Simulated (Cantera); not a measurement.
Stirred combustor or abatement burner

A perfectly stirred reactor is fed with H2 : O2 : N2 = 0.62 : 0.943 : 3.55 (molar parts), equivalence ratio 0.33, at 760 Torr; it is adiabatic with a 425 K inlet, and is followed from long to short residence time, starting on the burning branch (τ in s: 0.21, 0.07, 0.023, 0.0077, 0.0026, 0.00085, 0.00028, 9.5e-05, 3.2e-05, 1e-05).

Computed with Cantera and the H2/O2 subset of GRI-Mech 3.0, which has no nitrogen chemistry.

```json
[
 {"τ (s)": "0.21", "T (K)": "1366", "x H2": "9.30e-5", "x O2": "0.132", "x O": "3.92e-5", "x H2O2": "3.09e-7", "x HO2": "4.00e-6", "x H2O": "0.129"},
 {"τ (s)": "0.070", "T (K)": "1365", "x H2": "0.000193", "x O2": "0.132", "x O": "8.32e-5", "x H2O2": "5.11e-7", "x HO2": "7.72e-6", "x H2O": "0.129"},
 {"τ (s)": "0.023", "T (K)": "1361", "x H2": "0.000404", "x O2": "0.132", "x O": "0.000177", "x H2O2": "8.35e-7", "x HO2": "1.43e-5", "x H2O": "0.128"},
 {"τ (s)": "0.0077", "T (K)": "1356", "x H2": "0.000830", "x O2": "0.132", "x O": "0.000366", "x H2O2": "1.33e-6", "x HO2": "2.46e-5", "x H2O": "0.128"},
 {"τ (s)": "0.0026", "T (K)": "1344", "x H2": "0.00170", "x O2": "0.132", "x O": "0.000727", "x H2O2": "2.12e-6", "x HO2": "3.87e-5", "x H2O": "0.126"},
 {"τ (s)": "0.00085", "T (K)": "1320", "x H2": "0.00361", "x O2": "0.132", "x O": "0.00136", "x H2O2": "3.47e-6", "x HO2": "5.69e-5", "x H2O": "0.124"},
 {"τ (s)": "0.00028", "T (K)": "1268", "x H2": "0.00842", "x O2": "0.134", "x O": "0.00214", "x H2O2": "5.99e-6", "x HO2": "7.94e-5", "x H2O": "0.118"},
 {"τ (s)": "9.5e-5", "T (K)": "425", "x H2": "0.121", "x O2": "0.184", "x O": "<1e-12", "x H2O2": "<1e-12", "x HO2": "<1e-12", "x H2O": "<1e-12"},
 {"τ (s)": "3.2e-5", "T (K)": "425", "x H2": "0.121", "x O2": "0.184", "x O": "<1e-12", "x H2O2": "<1e-12", "x HO2": "<1e-12", "x H2O": "<1e-12"},
 {"τ (s)": "1.0e-5", "T (K)": "425", "x H2": "0.121", "x O2": "0.184", "x O": "<1e-12", "x H2O2": "<1e-12", "x HO2": "<1e-12", "x H2O": "<1e-12"}
]
```
x: mole fraction; the columns are a selection and need not sum to one.
